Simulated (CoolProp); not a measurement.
Vapour-liquid equilibrium of n-butane (1) + R113 (2) at 254 K; x and y are mole fractions of (1).

Values from CoolProp's multi-fluid Helmholtz-energy mixture model, Bücker 2006 and Marx 1992; pair parameters Bell 2016.

Problem. Give the bubble pressure and the first vapour's composition at x = 0.2, 0.35, 0.95. Is there an azeotrope?

Solution. x = 0.2: 16.65 kPa, y = 0.731; x = 0.35: 23.44 kPa, y = 0.839; x = 0.95: 45.06 kPa, y = 0.990. No azeotrope shows between x = 0.05 and 0.95.

Pair parameters are fitted to limited data, so mixtures are less certain than the pure fluids.
